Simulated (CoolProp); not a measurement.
Values from CoolProp's reference Helmholtz-energy equation of state, Thol 2015.

Give the vapour pressure (kPa), liquid density (kg/m³), vapour density (kg/m³), liquid cp (kJ/(kg K)) of saturated octamethylcyclotetrasiloxane (D4) at 335.9, 383.2, 414.7 K.


| T (K) | p (kPa) | liquid density (kg/m³) | vapour density (kg/m³) | liquid cp (kJ/(kg K)) |
|---|---|---|---|---|
| 335.9 | 1.49 | 907 | 0.159 | 1.74 |
| 383.2 | 13.0 | 851 | 1.23 | 1.84 |
| 414.7 | 38.7 | 811 | 3.46 | 1.91 |
